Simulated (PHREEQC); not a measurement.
# Copper plating or etch bath: an equilibrium model

Make-up at 27 °C: 0.1 mol/kgw CuSO4 and 0.0054 mol/kgw HCl. Closed to the air; pH follows from the charge balance.

All values are PHREEQC results (ion-association model, phreeqc.dat), not measurements.

Each row changes one thing in this solution. No solid was allowed to form.

```csv
case,pH,ionic strength (mol/kgw),SO4-2 (mol/kgw),Cl- (mol/kgw),HSO4- (mol/kgw)
as made,2.77,0.209,0.0495,0.00514,0.00327
temperature from 27 to 75 °C,3.12,0.201,0.0474,0.00407,0.00444
0.0014 mol/kgw NaBF4 added,2.73,0.211,0.0494,0.00514,0.00361
CuSO4 from 0.1 to 0.01 mol/kgw,2.45,0.0323,0.00610,0.00534,0.00134
CuSO4 from 0.1 to 0.15 mol/kgw,2.84,0.298,0.0715,0.00507,0.00357
temperature from 27 to 70 °C,3.08,0.202,0.0475,0.00424,0.00434
temperature from 27 to 30 °C,2.79,0.208,0.0492,0.00511,0.00335
temperature from 27 to 25 °C,2.76,0.210,0.0496,0.00516,0.00322
CuSO4 replaced by Li2SO4 at the same molality,2.88,0.264,0.0792,0.00540,0.00374
```

Species that the database lacks are ignored. At this temperature some constants are extrapolated from 25 °C, and those without enthalpy data are left unchanged. Real BF4- forms and hydrolyses slowly; the run takes it at equilibrium.
